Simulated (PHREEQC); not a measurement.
**Nickel, zinc or cadmium bath: speciation**

A solution holds 0.0022 mol/kgw ZnCl2, 0.047 mol/kgw KCl and 0.047 mol/kgw H2SO4, at 73 °C. Closed to the air; pH follows from the charge balance.

All values are PHREEQC results (ion-association model, phreeqc.dat), not measurements.

Each row changes one thing in this solution. No solid was allowed to form.

```
case                                    pH  ionic strength (mol/kgw)  HSO4- (mol/kgw)  SO4-2 (mol/kgw)  Zn+2 (mol/kgw)  ZnCl+ (mol/kgw)
------------------------------------  ----  ------------------------  ---------------  ---------------  --------------  ---------------
as made                               1.35                     0.112           0.0391          0.00624         0.00146         0.000407
ZnCl2 from 0.0022 to 0.00198 mol/kgw  1.35                     0.111              ___          0.00624         0.00131         0.000365
0.0011 mol/kgw Pb(NO3)2 added         1.35                     0.113           0.0390          0.00624         0.00146              ___
temperature from 73 to 60 °C          1.34                     0.115           0.0371          0.00803         0.00150              ___
diluted 100-fold with water           3.09                   0.00176          8.67e-5         0.000380         2.02e-5          1.41e-7
KCl left out                          1.35                    0.0638           0.0409              ___         0.00166          4.80e-5
```

Fill in the missing entries.


- ZnCl2 from 0.0022 to 0.00198 mol/kgw, HSO4- (mol/kgw): 0.0392
- 0.0011 mol/kgw Pb(NO3)2 added, ZnCl+ (mol/kgw): 0.000402
- temperature from 73 to 60 °C, ZnCl+ (mol/kgw): 0.000275
- KCl left out, SO4-2 (mol/kgw): 0.00563

Some of these states are supersaturated (in Anglesite, for instance). Constants without temperature data keep their 25 °C values here.
